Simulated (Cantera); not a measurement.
# Fe₂O₃ + CH₄ + N₂ (carbothermic reduction)

Charge: 1 mol Fe₂O₃, 0.71 mol CH₄, 5.7 mol N₂, equilibrated at 30.0 Pa.

Method: chemical equilibrium by Gibbs-energy minimisation in Cantera with the NASA 1993 tables (ideal gas, pure condensed phases). Candidate condensed phases: C, C₆H₆, C₇H₈, C₈H₁₈, Fe, Fe(CO)₅, FeO, Fe(OH)₂, Fe(OH)₃, Fe₂O₃, Fe₃O₄, H₂O; 140 gas species. Mutual solubility and eutectic melting of coexisting phases are not modelled. The tables' stoichiometric FeO is somewhat more stable than real wüstite, so its field is too wide. FeO: taken at fixed stoichiometry. Equilibrium is a limit: real reactors are often held back by kinetics, nucleation or transport.

```json
[
 {"T (°C)": "1425", "x N₂": "0.712", "x Fe": "0.0203", "x H₂": "0.120", "x H₂O": "0.0562", "x H": "0.00289", "x CO": "0.0780", "x O": "1.35e-6", "x CO₂": "0.0107", "x O₂": "2.84e-7", "x OH": "6.97e-5", "x FeO": "8.06e-5", "n Fe(δ)": "0.0838", "n FeO(l)": "1.75"},
 {"T (°C)": "1500", "x N₂": "0.692", "x Fe": "0.0457", "x H₂": "0.102", "x H₂O": "0.0676", "x H": "0.00525", "x CO": "0.0732", "x O": "8.65e-6", "x CO₂": "0.0131", "x O₂": "2.54e-6", "x OH": "0.000215", "x FeO": "0.000326", "n Fe(δ)": "0", "n FeO(l)": "1.62"},
 {"T (°C)": "1575", "x N₂": "0.670", "x Fe": "0.0737", "x H₂": "0.0745", "x H₂O": "0.0879", "x H": "0.00835", "x CO": "0.0645", "x O": "6.20e-5", "x CO₂": "0.0190", "x O₂": "3.22e-5", "x OH": "0.000725", "x FeO": "0.00117", "n Fe(δ)": "0", "n FeO(l)": "1.36"},
 {"T (°C)": "1650", "x N₂": "0.644", "x Fe": "0.104", "x H₂": "0.0478", "x H₂O": "0.106", "x H": "0.0119", "x CO": "0.0530", "x O": "0.000419", "x CO₂": "0.0272", "x O₂": "0.000403", "x OH": "0.00226", "x FeO": "0.00377", "n Fe(δ)": "0", "n FeO(l)": "1.05"},
 {"T (°C)": "1725", "x N₂": "0.607", "x Fe": "0.136", "x H₂": "0.0276", "x H₂O": "0.113", "x H": "0.0154", "x CO": "0.0399", "x O": "0.00255", "x CO₂": "0.0357", "x O₂": "0.00450", "x OH": "0.00626", "x FeO": "0.0111", "n Fe(δ)": "0", "n FeO(l)": "0.615"},
 {"T (°C)": "1800", "x N₂": "0.551", "x Fe": "0.173", "x H₂": "0.0199", "x H₂O": "0.101", "x H": "0.0214", "x CO": "0.0337", "x O": "0.00950", "x CO₂": "0.0351", "x O₂": "0.0205", "x OH": "0.0123", "x FeO": "0.0206", "n Fe(δ)": "0", "n FeO(l)": "0"},
 {"T (°C)": "1875", "x N₂": "0.536", "x Fe": "0.172", "x H₂": "0.0242", "x H₂O": "0.0828", "x H": "0.0374", "x CO": "0.0401", "x O": "0.0180", "x CO₂": "0.0269", "x O₂": "0.0261", "x OH": "0.0165", "x FeO": "0.0164", "n Fe(δ)": "0", "n FeO(l)": "0"},
 {"T (°C)": "1950", "x N₂": "0.518", "x Fe": "0.170", "x H₂": "0.0271", "x H₂O": "0.0618", "x H": "0.0609", "x CO": "0.0454", "x O": "0.0312", "x CO₂": "0.0193", "x O₂": "0.0299", "x OH": "0.0200", "x FeO": "0.0125", "n Fe(δ)": "0", "n FeO(l)": "0"},
 {"T (°C)": "2025", "x N₂": "0.497", "x Fe": "0.166", "x H₂": "0.0273", "x H₂O": "0.0405", "x H": "0.0914", "x CO": "0.0491", "x O": "0.0497", "x CO₂": "0.0130", "x O₂": "0.0308", "x OH": "0.0218", "x FeO": "0.00912", "n Fe(δ)": "0", "n FeO(l)": "0"}
]
```
x: gas mole fraction; n: condensed amount in mol.

At 1425 °C the condensed part is Fe(δ) + FeO(l). From 1500 °C to 1725 °C the condensed part is FeO(l). From 1800 °C to 2025 °C nothing is condensed. The main Fe-bearing gas is Fe throughout.
